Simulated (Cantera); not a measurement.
Input (Python, Cantera):

```python
import numpy as np
import cantera as ct

gas = ct.Solution("gri30.yaml")


def delay(T, t_max=10):
    gas.TPX = T, 101325, {'C3H8': 1, 'O2': 2.78, 'N2': 10.4}
    reactor = ct.IdealGasReactor(gas, clone=False)
    net = ct.ReactorNet([reactor])
    net.rtol, net.atol = 1e-8, 1e-16
    while net.time < t_max:
        t_old, T_old = net.time, reactor.T
        net.step()
        if reactor.T > T + 400:  # ignition: a rise of 400 K
            return t_old + (T + 400 - T_old) / (reactor.T - T_old) * (net.time - t_old)
    return np.nan


taus = []
for T in [1075, 1175, 1275, 1375, 1475, 1575, 1675, 1775, 1875]:
    taus.append(delay(T))
    print(f"T0 = {T:6g} K   tau = {taus[-1]:.4e} s")
```

It prints:

```
T0 =   1075 K   tau = 9.5400e-02 s
T0 =   1175 K   tau = 9.8210e-03 s
T0 =   1275 K   tau = 1.4100e-03 s
T0 =   1375 K   tau = 3.0256e-04 s
T0 =   1475 K   tau = 9.3745e-05 s
T0 =   1575 K   tau = 3.9083e-05 s
T0 =   1675 K   tau = 2.0336e-05 s
T0 =   1775 K   tau = 1.2383e-05 s
T0 =   1875 K   tau = 8.4131e-06 s
```

Cantera simulation using GRI-Mech 3.0 (53 species, 325 reactions); the numbers are that mechanism's predictions, not measurements. GRI-Mech 3.0 was tuned for natural gas; its chemistry of propane as a main component is partial and can be far from experiment.
